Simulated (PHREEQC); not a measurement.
Consider water at 25 °C with 0.045 mol/kgw CdCl2. It is in equilibrium with CO2 at log p = -1 (atm). Otherwise closed; pH follows from the charge balance.

Computed with PHREEQC (ion-association model, phreeqc.dat).

Each row changes one thing in this solution. Precipitation was switched off in this run.

```tsv
case	pH	ionic strength (mol/kgw)	Cl- (mol/kgw)	HCO3- (mol/kgw)	(CO2)2 (mol/kgw)
as made	4.37	0.0672	0.0539	4.33e-5	2.09e-7
CdCl2 from 0.045 to 0.0045 mol/kgw	4.39	0.0106	…	4.16e-5	2.12e-7
CdCl2 replaced by FeCl3 at the same molality	1.98	0.204	0.115	1.93e-7	2.02e-7
CdCl2 replaced by HCl at the same molality	1.41	0.0450	0.0450	…	2.10e-7
temperature from 25 to 75 °C	4.55	0.0657	…	2.83e-5	…
CdCl2 from 0.045 to 0.009 mol/kgw	4.39	0.0189	0.0138	4.20e-5	2.11e-7
CdCl2 from 0.045 to 0.0225 mol/kgw	4.38	0.0393	0.0303	…	2.10e-7
```

Q: What belongs in the gaps?

A: 
- CdCl2 from 0.045 to 0.0045 mol/kgw, Cl- (mol/kgw): 0.00750
- CdCl2 replaced by HCl at the same molality, HCO3- (mol/kgw): 4.69e-8
- temperature from 25 to 75 °C, Cl- (mol/kgw): 0.0527
- temperature from 25 to 75 °C, (CO2)2 (mol/kgw): 1.12e-7
- CdCl2 from 0.045 to 0.0225 mol/kgw, HCO3- (mol/kgw): 4.27e-5

Complexes and solids missing from the database can't appear. Some of these states are supersaturated (in Hematite (slow to form), Goethite (slow to form), for instance). Constants without temperature data keep their 25 °C values here.
